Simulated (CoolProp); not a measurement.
Vapour-liquid equilibrium of benzene (1) + n-octane (2) at 421.7 K; x and y are mole fractions of (1).

The numbers come from the multi-fluid Helmholtz-energy mixture model, Thol 2012 and Beckmüller 2019; pair parameters Bell 2016 in CoolProp.

Problem. Give the bubble pressure and the first vapour's composition at x = 0.2, 0.35, 0.575. Is there an azeotrope?

Solution. x = 0.2: 0.2710 MPa, y = 0.435; x = 0.35: 0.3342 MPa, y = 0.615; x = 0.575: 0.4203 MPa, y = 0.784. No azeotrope shows between x = 0.05 and 0.95.

Pair parameters are fitted to limited data, so mixtures are less certain than the pure fluids.
